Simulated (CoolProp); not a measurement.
A single-stage vapour-compression cycle with the fluid: evaporating at 282.15 K (dew point), condensing at 304.15 K (bubble point), superheat 10 K, subcooling 8 K, compressor efficiency 0.7, no pressure losses. The same conditions are run with several fluids, on thermodynamics alone (safety and materials aside).

Computed with CoolProp (reference Helmholtz-energy equation of state of each fluid (the fluoroketone C6F12O (FK-5-1-12): McLinden 2015; vinyl chloride: Thol 2022; R11: Jacobsen 1992; chlorine: Thol 2021; cyclopropane: Polt 1992; n-butane: Bücker 2006)). The equations of Platzer and Polt are older, rougher fits.

```tsv
fluid	cooling COP	pressure ratio	discharge temperature (K)	refrigerating effect (kJ/kg)	volumetric capacity (kJ/m³)
the fluoroketone C6F12O (FK-5-1-12)	8.81	2.63	305.2	92.4	240
vinyl chloride	…	1.98	337.6	324	2080
R11	8.75	2.23	328.8	…	608
chlorine	8.27	1.86	357.4	252	3860
cyclopropane	…	1.85	331.1	409	3540
n-butane	8.75	…	318.7	361	…
```

### Question
Fill in the missing entries.

### Answer

- vinyl chloride, cooling COP: 8.56
- R11, refrigerating effect (kJ/kg): 180
- cyclopropane, cooling COP: 8.48
- n-butane, pressure ratio: 2.04
- n-butane, volumetric capacity (kJ/m³): 1300
